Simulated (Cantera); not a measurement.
A perfectly stirred reactor is fed with NO : N2 = 1 : 8.5 (molar parts), at 105 Torr; it is held at 2025 K, and followed from long to short residence time.

Cantera simulation using GRI-Mech 3.0 (53 species, 325 reactions); the numbers are that mechanism's predictions, not measurements.

Task: What does this change do: 0.02 parts H2O added?

Result: 
```
quantity                 before     after
---------------------  --------  --------
x(NO) at τ = 14.0 s      0.0300    0.0289
x(O) at τ = 14.0 s     0.000424  0.000424
x(N2) at τ = 14.0 s       0.932     0.931
x(N2O) at τ = 14.0 s    4.52e-7   3.95e-7
x(O2) at τ = 14.0 s      0.0374    0.0378
x(NO) at τ = 45.0 ms      0.105     0.105
x(O) at τ = 45.0 ms     7.84e-5   3.40e-5
x(N2) at τ = 45.0 ms      0.895     0.893
x(N2O) at τ = 45.0 ms   4.87e-6   3.77e-6
x(O2) at τ = 45.0 ms   0.000139  0.000250
```

Task: What does this change do: pressure from 105 Torr to 20.0 Torr?

Result: 
| quantity | before | after |
|---|---|---|
| x(NO) at τ = 14.0 s | 0.0300 | 0.0522 |
| x(O) at τ = 14.0 s | 0.000424 | 0.000820 |
| x(N2) at τ = 14.0 s | 0.932 | 0.921 |
| x(N2O) at τ = 14.0 s | 4.52e-7 | 1.02e-6 |
| x(O2) at τ = 14.0 s | 0.0374 | 0.0261 |
| x(NO) at τ = 45.0 ms | 0.105 | 0.105 |
| x(O) at τ = 45.0 ms | 7.84e-5 | 3.16e-5 |
| x(N2) at τ = 45.0 ms | 0.895 | 0.895 |
| x(N2O) at τ = 45.0 ms | 4.87e-6 | 4.07e-6 |
| x(O2) at τ = 45.0 ms | 0.000139 | 7.16e-6 |
Radical loss at walls, strong at low pressure, is not modelled.
